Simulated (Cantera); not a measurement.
A freely propagating, adiabatic, planar premixed flame of CO : H₂ : O₂ : N₂ = 1 : 0.057 : 0.378 : 1.25 (molar parts), equivalence ratio 1.4, unburnt at 700 K and 101000 Pa; mixture-averaged transport, grid criteria slope 0.08 and curve 0.16, no radiation.

Computed with Cantera and GRI-Mech 3.0 (53 species, 325 reactions). Burning velocities carry a grid error of a few per cent, more on coarse grids.

Question: How do the results move with these cheaper or finer settings: unity-Lewis-number transport; multicomponent transport; multicomponent+Soret transport; grid criteria slope 0.5, curve 1; grid criteria slope 0.25, curve 0.5; grid criteria slope 0.03, curve 0.06?

Answer: 
```tsv
setting	laminar burning velocity	thermal thickness	peak x(O)	peak x(H)	grid points
as above	262 cm/s	0.919 mm	0.0266	0.0176	148
unity-Lewis-number transport	176 cm/s	0.689 mm	0.0271	0.0187	142
multicomponent transport	260 cm/s	0.920 mm	0.0265	0.0176	148
multicomponent+Soret transport	250 cm/s	0.914 mm	0.0264	0.0173	148
grid criteria slope 0.5, curve 1	315 cm/s	1.23 mm	0.0267	0.0183	40
grid criteria slope 0.25, curve 0.5	275 cm/s	1.02 mm	0.0266	0.0179	69
grid criteria slope 0.03, curve 0.06	259 cm/s	0.897 mm	0.0266	0.0176	303
```
The base run took very roughly 21 core-seconds.
Unity Lewis numbers drop preferential diffusion, which matters most where H2 and H carry the flame; Soret adds thermal diffusion.
